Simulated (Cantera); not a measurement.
**Si + Cl2 + H2 (chlorosilane synthesis and conversion)**

Feed: 1 mol Si, 0.89 mol Cl2, 9.2 mol H2, held at 873.15 K and 0.110 bar.

Cantera equilibrium calculation (NASA polynomials, part measured and part estimated; ideal gas, pure solids and liquids). Candidate condensed phases: Si; 19 gas species. The tables' values for SiCl3 are old estimates; treat these amounts as uncertain. Rates play no part.

```
Item           Result
----------  ---------
x(H2)           0.946
x(SiCl4)       0.0334
x(SiHCl3)      0.0150
x(HCl)        0.00452
x(SiH2Cl2)   0.000616
x(SiCl3)     0.000125
x(SiCl2)      2.73e-5
x(SiH3Cl)     6.08e-6
n(Si(s))    0.526 mol
gas amount  9.617 mol
```
